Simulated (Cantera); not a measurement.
**Aluminium and copper etching: Al + HCl + H2**

Charge: 1 mol Al, 1.1 mol HCl, 25 mol H2, equilibrated at 0.150 Torr.

Cantera equilibrium calculation (NASA polynomials, part measured and part estimated; ideal gas, pure solids and liquids). Candidate condensed phases: Al, AlCl3; 12 gas species. The tables' values for AlCl2 are old estimates; treat these amounts as uncertain. The numbers say what is thermodynamically allowed, not how fast it happens.

| T (K) | x H2 | x AlCl | x AlCl3 | x HCl | x H | x AlCl2 | x Al2Cl6 | n Al(s) |
|---|---|---|---|---|---|---|---|---|
| 573 | 0.986 | 1.45e-6 | 0.0138 | 9.86e-9 | <1e-12 | 4.46e-7 | 0.000167 | 0.633 |
| 723 | 0.985 | 0.000671 | 0.0139 | 8.32e-7 | 5.92e-12 | 4.82e-5 | 8.66e-7 | 0.621 |
| 873 | 0.969 | 0.0257 | 0.00500 | 1.07e-5 | 3.26e-9 | 0.000512 | 3.79e-9 | 0.177 |
| 1023 | 0.962 | 0.0355 | 0.00147 | 0.000153 | 2.87e-7 | 0.000680 | 3.14e-11 | 0 |
| 1173 | 0.961 | 0.0360 | 0.000758 | 0.00140 | 8.17e-6 | 0.000847 | 1.52e-12 | 0 |
| 1323 | 0.959 | 0.0371 | 7.98e-5 | 0.00318 | 0.000110 | 0.000422 | <1e-12 | 0 |
| 1473 | 0.958 | 0.0374 | 4.71e-6 | 0.00365 | 0.000876 | 0.000143 | <1e-12 | 0 |
x: gas mole fraction; n: condensed amount in mol.

From 573 K to 873 K the condensed part is Al(s). From 1023 K to 1473 K nothing is condensed. The main Al-bearing gas is AlCl3 at 573 K and AlCl at 1473 K.
